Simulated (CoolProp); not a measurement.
Values from CoolProp's reference Helmholtz-energy equation of state, de Vries 1995.

Q: Give the vapour pressure (MPa), vapour density (kg/m³), liquid cp (kJ/(kg K)), liquid viscosity (µPa s) of saturated R124 at 367.6 K.

A: 
| T (K) | p (MPa) | vapour density (kg/m³) | liquid cp (kJ/(kg K)) | liquid viscosity (µPa s) |
|---|---|---|---|---|
| 367.6 | 2.13 | 151 | 1.54 | 104 |

Viscosity comes from a separate model (Bell 2016), an estimate that may be off by 10 % or more.
